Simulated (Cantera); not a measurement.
A perfectly stirred reactor is fed with CH4 : CO2 = 1 : 0.31 (molar parts), at 130000 Pa; it is held at 2075 K, and followed from long to short residence time.

Cantera simulation using GRI-Mech 3.0 (53 species, 325 reactions); the numbers are that mechanism's predictions, not measurements. GRI-Mech 3.0 stops at C3 and has no aromatics, soot or wall deposition, so with more carbon than oxygen in the feed, carbon stays in small species such as C2H2 where larger ones or solid carbon would form.

x: mole fraction; the columns are a selection and need not sum to one.

```
τ (s)      x CH4     x CO2   x H2     x H2O      x H   x C2H6  x CH2CO
-------  -------  --------  -----  --------  -------  -------  -------
7.7      0.00256   1.31e-5  0.628  0.000122  0.00186  1.67e-7  5.90e-7
2.3          [?]       [?]  0.627       [?]  0.00186      [?]      [?]
0.68     0.00436  0.000145  0.625   0.00134  0.00185  4.00e-7  1.79e-6
0.20     0.00714  0.000478  0.620   0.00434  0.00184  1.00e-6  4.42e-6
0.060     0.0123   0.00145  0.608    0.0127  0.00180  2.91e-6  1.15e-5
0.018     0.0216   0.00400  0.584    0.0313  0.00173  8.90e-6  2.82e-5
0.0053    0.0384    0.0102  0.544    0.0601  0.00161  2.80e-5  5.82e-5
0.0016    0.0691    0.0257  0.499    0.0822  0.00145  8.76e-5  8.69e-5
0.00047      [?]       [?]    [?]       [?]      [?]      [?]  8.39e-5
```

### Question
Fill in the missing entries.

### Answer

- 2.3, x CH4: 0.00306
- 2.3, x CO2: 4.35e-5
- 2.3, x H2O: 0.000404
- 2.3, x C2H6: 2.21e-7
- 2.3, x CH2CO: 8.84e-7
- 0.00047, x CH4: 0.131
- 0.00047, x CO2: 0.0642
- 0.00047, x H2: 0.455
- 0.00047, x H2O: 0.0740
- 0.00047, x H: 0.00126
- 0.00047, x C2H6: 0.000281
